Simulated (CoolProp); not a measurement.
n-perfluorobutane at several states: fugacity coefficient from the reference equation and from simpler models built on Tc = 113.2 °C, pc = 2.322 MPa, ω = 0.372; each cubic takes its own stable root.

Model: reference Helmholtz-energy equation of state, Gao 2022, in CoolProp.

```json
[
 {"T (°C)": "-51.25", "p (MPa)": "0.0364", "phase": "liquid", "reference": "0.2185"},
 {"T (°C)": "75.25", "p (MPa)": "0.273", "phase": "gas", "reference": "0.9463"},
 {"T (°C)": "-13.35", "p (MPa)": "0.0105", "phase": "gas", "reference": "0.9946"}
]
```

How far does each simpler model (van der Waals, Soave-Redlich-Kwong, Peng-Robinson) lie from the reference over these 3 states: mean and median of the absolute difference, and the worst?


- van der Waals: mean 117.1 %, median 1.0 %, worst +350.1 % at -51.25 °C and 0.0364 MPa
- Soave-Redlich-Kwong: mean 0.7 %, median 0.3 %, worst +1.8 % at -51.25 °C and 0.0364 MPa
- Peng-Robinson: mean 2.4 %, median 0.8 %, worst +6.2 % at -51.25 °C and 0.0364 MPa

At some of these states van der Waals gives the other phase, because its saturation line lies elsewhere.
